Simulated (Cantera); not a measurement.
Mixture: CO : H2 : CH4 : O2 : N2 = 1 : 0.098 : 0.39 : 0.699 : 4.27 (molar parts), equivalence ratio 1.9, at 0.700 bar, adiabatic and at constant volume. Ignition delay is the time to a rise of 400 K.

Computed with Cantera and GRI-Mech 3.0 (53 species, 325 reactions).

### Question
What does this change do: pressure from 0.700 bar to 26.0 bar?

### Answer
```json
[
 {"quantity": "delay at 1025 K", "before": "0.111 s", "after": "6.60 ms"},
 {"quantity": "delay at 1125 K", "before": "37.8 ms", "after": "1.79 ms"},
 {"quantity": "delay at 1225 K", "before": "12.6 ms", "after": "0.648 ms"},
 {"quantity": "delay at 1325 K", "before": "4.40 ms", "after": "0.268 ms"},
 {"quantity": "delay at 1425 K", "before": "1.72 ms", "after": "0.118 ms"},
 {"quantity": "delay at 1525 K", "before": "0.771 ms", "after": "53.9 µs"},
 {"quantity": "apparent activation energy between 1325 and 1525 K", "before": "150 kJ/mol", "after": "130 kJ/mol"}
]
```
The pressure lies above the range GRI-Mech 3.0 was tuned for (to about 10 atm).
